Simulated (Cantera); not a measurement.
Cantera with NASA thermochemical tables; ideal gases at 1 bar, condensed phases pure. Values are per mole of reaction as written; species without (g) are pure solids or liquids, kept so even where they would boil at 1 bar.

V2O3 + N2O(g) → 2 N(g) + V2O4

```json
[
 {"T (K)": "1925", "ΔH° (kJ)": "790.9", "ΔS° (J/K)": "200.5", "ΔG° (kJ)": "404.9", "log10 K": "-10.99", "condensed phases": "V2O3(s), V2O4(l)"},
 {"T (K)": "2125", "ΔH° (kJ)": "___", "ΔS° (J/K)": "___", "ΔG° (kJ)": "___", "log10 K": "___", "condensed phases": "V2O3(s), V2O4(l)"},
 {"T (K)": "2325", "ΔH° (kJ)": "___", "ΔS° (J/K)": "___", "ΔG° (kJ)": "___", "log10 K": "___", "condensed phases": "V2O3(s), V2O4(l)"},
 {"T (K)": "2525", "ΔH° (kJ)": "___", "ΔS° (J/K)": "___", "ΔG° (kJ)": "___", "log10 K": "___", "condensed phases": "V2O3(l), V2O4(l)"},
 {"T (K)": "2725", "ΔH° (kJ)": "___", "ΔS° (J/K)": "___", "ΔG° (kJ)": "___", "log10 K": "___", "condensed phases": "V2O3(l), V2O4(l)"},
 {"T (K)": "2925", "ΔH° (kJ)": "702.5", "ΔS° (J/K)": "162.2", "ΔG° (kJ)": "228.1", "log10 K": "-4.07", "condensed phases": "V2O3(l), V2O4(l)"}
]
```

Task: What belongs in the gaps?

Result: 
- 2125, ΔH° (kJ): 795.6
- 2125, ΔS° (J/K): 202.8
- 2125, ΔG° (kJ): 364.5
- 2125, log10 K: -8.96
- 2325, ΔH° (kJ): 798.7
- 2325, ΔS° (J/K): 204.3
- 2325, ΔG° (kJ): 323.8
- 2325, log10 K: -7.27
- 2525, ΔH° (kJ): 688.4
- 2525, ΔS° (J/K): 157.0
- 2525, ΔG° (kJ): 291.9
- 2525, log10 K: -6.04
- 2725, ΔH° (kJ): 695.5
- 2725, ΔS° (J/K): 159.7
- 2725, ΔG° (kJ): 260.3
- 2725, log10 K: -4.99
